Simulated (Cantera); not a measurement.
**Transport properties of process gases**

Gas mixture: 100 % O2, at 20.0 Torr, frozen composition.

Cantera's kinetic-theory transport with the Lennard-Jones parameters of GRI-Mech 3.0, ideal gas; thermal conductivity in the mixture-averaged form.

```json
[
 {"T (K)": "400", "ρ (kg/m³)": "0.0257", "cp (J/kg/K)": "941.4", "μ (µPa s)": "25.6", "λ (mW/m/K)": "33.9", "Pr": "0.713", "D (cm²/s) H": "80.7", "D (cm²/s) H2O": "15.2", "D (cm²/s) NO": "12.9"},
 {"T (K)": "650", "ρ (kg/m³)": "0.0158", "cp (J/kg/K)": "1017", "μ (µPa s)": "36.0", "λ (mW/m/K)": "51.6", "Pr": "0.709", "D (cm²/s) H": "187", "D (cm²/s) H2O": "37.5", "D (cm²/s) NO": "29.5"},
 {"T (K)": "900", "ρ (kg/m³)": "0.0114", "cp (J/kg/K)": "1074", "μ (µPa s)": "44.7", "λ (mW/m/K)": "67.6", "Pr": "0.710", "D (cm²/s) H": "324", "D (cm²/s) H2O": "67.0", "D (cm²/s) NO": "51.0"},
 {"T (K)": "1150", "ρ (kg/m³)": "0.00892", "cp (J/kg/K)": "1109", "μ (µPa s)": "52.5", "λ (mW/m/K)": "82.2", "Pr": "0.708", "D (cm²/s) H": "488", "D (cm²/s) H2O": "103", "D (cm²/s) NO": "76.8"},
 {"T (K)": "1400", "ρ (kg/m³)": "0.00733", "cp (J/kg/K)": "1134", "μ (µPa s)": "59.7", "λ (mW/m/K)": "95.7", "Pr": "0.707", "D (cm²/s) H": "678", "D (cm²/s) H2O": "144", "D (cm²/s) NO": "106"},
 {"T (K)": "1650", "ρ (kg/m³)": "0.00622", "cp (J/kg/K)": "1155", "μ (µPa s)": "66.4", "λ (mW/m/K)": "108", "Pr": "0.707", "D (cm²/s) H": "891", "D (cm²/s) H2O": "190", "D (cm²/s) NO": "140"},
 {"T (K)": "1900", "ρ (kg/m³)": "0.00540", "cp (J/kg/K)": "1174", "μ (µPa s)": "72.7", "λ (mW/m/K)": "121", "Pr": "0.707", "D (cm²/s) H": "1130", "D (cm²/s) H2O": "241", "D (cm²/s) NO": "177"}
]
```
D: mixture-averaged diffusion coefficient of that species in the mixture.
